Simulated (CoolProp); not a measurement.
Chloromethane (R40) along the isotherm 444.5 K: Z from the reference equation and from simpler models built on Tc = 418.6 K, pc = 69.29 bar, ω = 0.150; each cubic takes its own stable root.

Values from CoolProp's reference Helmholtz-energy equation of state, Thol 2014.

```tsv
p (bar)	phase	reference	Soave-Redlich-Kwong	Peng-Robinson
2.31	gas	0.9899	0.9906	0.9894
4.62	gas	0.9797	0.9810	0.9786
6.93	gas	0.9694	0.9714	0.9678
9.24	gas	0.9590	0.9617	0.9569
11.5	gas	0.9487	0.9521	0.9462
13.9	gas	0.9376	0.9417	0.9346
16.2	gas	0.9269	0.9317	0.9234
18.5	gas	0.9160	…	0.9122
20.8	gas	0.9050	0.9112	0.9008
23.1	gas	0.8939	0.9008	0.8892
25.4	gas	0.8826	0.8902	…
27.7	gas	0.8711	0.8795	0.8658
30	gas	0.8595	0.8686	0.8539
32.3	gas	0.8477	0.8575	0.8418
34.6	gas	…	0.8463	0.8295
```

Question: What belongs in the gaps?

Answer: 
- 18.5, Soave-Redlich-Kwong: 0.9215
- 25.4, Peng-Robinson: 0.8776
- 34.6, reference: 0.8358
